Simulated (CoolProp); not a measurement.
A closed Brayton cycle with carbon dioxide: compressor inlet 308.15 K and 8.1 MPa, high pressure 14.7 MPa, turbine inlet 940 K, compressor efficiency 0.8, turbine efficiency 0.85, recuperator effectiveness 0.8 (on enthalpy, no pinch check). Each further row changes one setting.

The numbers come from the reference Helmholtz-energy equation of state, Span 1996 in CoolProp.

| case | thermal efficiency (%) | net work (kJ/kg) | compressor to turbine work | compressor exit (K) | turbine exit (K) |
|---|---|---|---|---|---|
| as stated | 22.5 | 72.6 | 0.17 | 333.3 | 865.8 |
| turbine inlet 890 K | ? | ? | 0.18 | 333.3 | 818.4 |
| compressor inlet 318.15 K | 22.7 | 60.5 | ? | 365.1 | 865.8 |
| high pressure 12.5 MPa | 18.2 | 54.2 | 0.16 | 326.4 | 885.6 |
| recuperator effectiveness 0.5 | 14.1 | 72.6 | 0.17 | 333.3 | 865.8 |

Q: Some entries are withheld; supply them.

A: 
- turbine inlet 890 K, thermal efficiency (%): 22.1
- turbine inlet 890 K, net work (kJ/kg): 67.6
- compressor inlet 318.15 K, compressor to turbine work: 0.31
